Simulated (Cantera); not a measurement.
# Oxide etching and cleaning by halides: SiO2 + HCl

Input: 1 mol SiO2, 1.9 mol HCl, equilibrated at 1352 °C and 0.00133 bar.

Cantera equilibrium calculation (NASA polynomials, part measured and part estimated; ideal gas, pure solids and liquids). Candidate condensed phases: H2O, Si, SiO2; 30 gas species. The tables hold silica as quartz up to 1696 K and as liquid above; real silica turns to tridymite and cristobalite and melts near 1996 K. Kinetics and transport are ignored.

```yaml
x(HCl): 0.974
x(Cl): 0.0168
x(H2): 0.00780
x(H2O): 0.000551
x(SiO): 0.000508
x(H): 0.000171
x(Cl2): 2.32e-5
x(SiCl2): 1.10e-5
x(SiCl4): 5.85e-6
n(SiO2(β-quartz)): 0.999 mol
gas_amount: 1.917 mol
log10 activity of Si(s) (absent): -7.59
```
